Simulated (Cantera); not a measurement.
## Stirred combustor or abatement burner

A perfectly stirred reactor is fed with CO : H2 : CH4 : O2 : N2 = 1 : 0.84 : 1.3 : 4.89 : 23 (molar parts), equivalence ratio 0.72, at 16.0 bar; it is adiabatic with a 500 K inlet, and is followed from long to short residence time, starting on the burning branch (τ in s: 0.076, 0.035, 0.016, 0.0077, 0.0036, 0.0017, 0.00077, 0.00036, 0.00017, 7.8e-05, 3.6e-05, 1.7e-05, 7.9e-06).

Model: GRI-Mech 3.0 (53 species, 325 reactions), integrated in Cantera. The pressure lies above the range GRI-Mech 3.0 was tuned for (to about 10 atm).

```tsv
τ (s)	T (K)	x CO	x H2	x CH4	x N2O	x CO2	x CH2CO	x H
0.076	1899	0.000106	2.46e-5	1.89e-6	6.73e-7	0.0763	1.25e-10	1.21e-6
0.035	1898	0.000164	3.21e-5	3.79e-6	7.65e-7	0.0762	4.62e-10	1.63e-6
0.016	1897	0.000276	4.64e-5	7.27e-6	9.35e-7	0.0761	1.64e-9	2.55e-6
0.0077	1895	0.000462	7.00e-5	1.28e-5	1.19e-6	0.0759	4.95e-9	4.29e-6
0.0036	1892	0.000796	0.000112	2.25e-5	1.58e-6	0.0755	1.45e-8	7.90e-6
0.0017	1886	0.00136	0.000181	3.88e-5	2.04e-6	0.0749	4.00e-8	1.50e-5
0.00077	1876	0.00241	0.000304	6.93e-5	2.48e-6	0.0737	1.13e-7	2.97e-5
0.00036	1859	0.00421	0.000506	0.000125	2.67e-6	0.0718	3.05e-7	5.64e-5
0.00017	1828	0.00756	0.000858	0.000242	2.52e-6	0.0681	8.84e-7	0.000101
7.8e-5	500	0.0322	0.0271	0.0419	<1e-12	<1e-12	<1e-12	<1e-12
3.6e-5	500	0.0322	0.0271	0.0419	<1e-12	<1e-12	<1e-12	<1e-12
1.7e-5	500	0.0322	0.0271	0.0419	<1e-12	<1e-12	<1e-12	<1e-12
7.9e-6	500	0.0322	0.0271	0.0419	<1e-12	<1e-12	<1e-12	<1e-12
```
x: mole fraction; the columns are a selection and need not sum to one.
